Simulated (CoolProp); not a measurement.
A simple Rankine cycle with c-C4F8 (RC318): condensing at 298.15 K, boiler at 2 MPa, turbine inlet 373.8 K, turbine efficiency 0.8, pump efficiency 0.6, no recuperator. Each further row changes one setting.

Values from CoolProp's reference Helmholtz-energy equation of state, Platzer 1990. This equation is an older, rougher fit; its heat capacities, sound speeds and derivatives of the liquid may be far off and weren't checked against measurements.

```tsv
case	thermal efficiency (%)	net work (kJ/kg)	heat in (kJ/kg)	turbine exit temperature (K)	volume ratio over the turbine
as stated	10.5	15.4	146	329.9	8.85
turbine inlet 393.8 K	10.4	17.7	?	?	7.67
condensing temperature 290.15 K	11.6	18.0	155	325.9	11.6
boiler pressure 1.4 MPa	9.0	14.2	158	344.4	5.07
turbine efficiency 0.7	9.0	13.2	146	332.5	?
```

### Question
Fill in the missing entries.

### Answer

- turbine inlet 393.8 K, heat in (kJ/kg): 171
- turbine inlet 393.8 K, turbine exit temperature (K): 355.2
- turbine efficiency 0.7, volume ratio over the turbine: 8.94
